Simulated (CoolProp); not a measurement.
A single-stage vapour-compression cycle with sulfur dioxide: evaporating at 251.15 K (dew point), condensing at 275.15 K (bubble point), superheat 8 K, subcooling 2 K, compressor efficiency 0.65, no pressure losses. Each further row changes one setting.

Values from CoolProp's reference Helmholtz-energy equation of state, Gao 2016.

```csv
case,cooling COP,pressure ratio,discharge temperature (K),refrigerating effect (kJ/kg),volumetric capacity (kJ/m³)
as stated,6.11,2.93,357.2,375,652
evaporating temperature 256.15 K,…,2.30,…,378,…
condensing temperature 270.15 K,…,2.39,337.3,382,664
subcooling 7 K,6.22,2.93,357.2,382,664
superheat 18 K,5.97,2.93,370.1,…,…
compressor efficiency 0.55,…,2.93,373.6,375,652
```

Problem. What belongs in the gaps?

Solution. 
- evaporating temperature 256.15 K, cooling COP: 8.04
- evaporating temperature 256.15 K, discharge temperature (K): 339.5
- evaporating temperature 256.15 K, volumetric capacity (kJ/m³): 825
- condensing temperature 270.15 K, cooling COP: 7.86
- superheat 18 K, refrigerating effect (kJ/kg): 381
- superheat 18 K, volumetric capacity (kJ/m³): 637
- compressor efficiency 0.55, cooling COP: 5.17
